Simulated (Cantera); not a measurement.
Input (Python, Cantera):

```python
import numpy as np
import cantera as ct

gas = ct.Solution("gri30.yaml")


def delay(T, t_max=10):
    gas.TPX = T, 890000, {'CH4': 1, 'C2H6': 0.032, 'O2': 3.58, 'N2': 12.2}
    reactor = ct.IdealGasConstPressureReactor(gas, clone=False)
    net = ct.ReactorNet([reactor])
    net.rtol, net.atol = 1e-8, 1e-16
    while net.time < t_max:
        t_old, T_old = net.time, reactor.T
        net.step()
        if reactor.T > T + 400:  # ignition: a rise of 400 K
            return t_old + (T + 400 - T_old) / (reactor.T - T_old) * (net.time - t_old)
    return np.nan


taus = []
for T in [1200, 1275, 1350, 1425, 1500, 1575, 1650]:
    taus.append(delay(T))
    print(f"T0 = {T:6g} K   tau = {taus[-1]:.4e} s")
```

It prints:

```
T0 =   1200 K   tau = 2.1177e-03 s
T0 =   1275 K   tau = 9.0329e-04 s
T0 =   1350 K   tau = 4.0725e-04 s
T0 =   1425 K   tau = 1.9215e-04 s
T0 =   1500 K   tau = 9.4833e-05 s
T0 =   1575 K   tau = 4.9187e-05 s
T0 =   1650 K   tau = 2.6986e-05 s
```

Detailed kinetics in Cantera: GRI-Mech 3.0 (53 species, 325 reactions).
